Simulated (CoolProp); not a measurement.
Properties of m-xylene along the isobar 6.36 MPa.

Values from CoolProp's reference Helmholtz-energy equation of state, Zhou 2012.

```
T (K)          phase  density (kg/m³)  cp (kJ/(kg K))  cv (kJ/(kg K))  speed of sound (m/s)  expansivity (1/kK)
-----  -------------  ---------------  --------------  --------------  --------------------  ------------------
506.9         liquid              [?]             [?]           1.962                 637.1               1.745
523           liquid            648.4           2.530             [?]                 588.4               1.911
539.2         liquid            627.6           2.605           2.050                 538.9               2.123
555.4         liquid              [?]           2.687           2.093                 488.7               2.398
571.5         liquid            580.5           2.778           2.135                 437.9               2.764
587.7         liquid            553.0           2.885           2.178                 385.7               3.273
603.8         liquid            521.7           3.010           2.220                 333.0               4.000
620    supercritical            485.0           3.164           2.264                   [?]               5.084
```

**Question.** Complete the blanks.

**Answer.** 
- 506.9, density (kg/m³): 667.7
- 506.9, cp (kJ/(kg K)): 2.461
- 523, cv (kJ/(kg K)): 2.006
- 555.4, density (kg/m³): 605.1
- 620, speed of sound (m/s): 280.1
